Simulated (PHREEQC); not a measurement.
Solution (20 °C): 0.015 mol/kgw ZnCl2 and 0.036 mol/kgw H2SO4. Closed to the air; pH follows from the charge balance.

Equilibrium calculation in PHREEQC: ion-association model, phreeqc.dat.

Problem. The ionic strength comes out as 0.0951 mol/kgw. What activity coefficients do Zn(SO4)2-2, ZnCl+, H+, SO4-2, Zn+2 get?

Solution. Zn(SO4)2-2 0.38, ZnCl+ 0.77, H+ 0.83, SO4-2 0.38, Zn+2 0.38.

No solid was allowed to form. Complexes and solids missing from the database can't appear.
